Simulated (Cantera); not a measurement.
Feed: 1 mol Si, 2.3 mol SF₆, 20 mol N₂, equilibrated at 4.60 Pa.

Method: chemical equilibrium by Gibbs-energy minimisation in Cantera with the NASA 1993 tables (ideal gas, pure condensed phases). Candidate condensed phases: S, Si, Si₃N₄; 29 gas species. The tables' values for S₂F₂ (SSF₂), SF₃, FS₂F (FSSF) are old estimates; treat these amounts as uncertain. The numbers say what is thermodynamically allowed, not how fast it happens.

Task: At 1598 K, list the 7 most abundant gas species with their mole fractions, and the condensed phases.

Result: N₂ 0.673, F 0.228, SF₂ 0.0460, SiF₄ 0.0336, S₂ 0.0100, SF 0.00685, S 0.00175. Condensed: gas only.
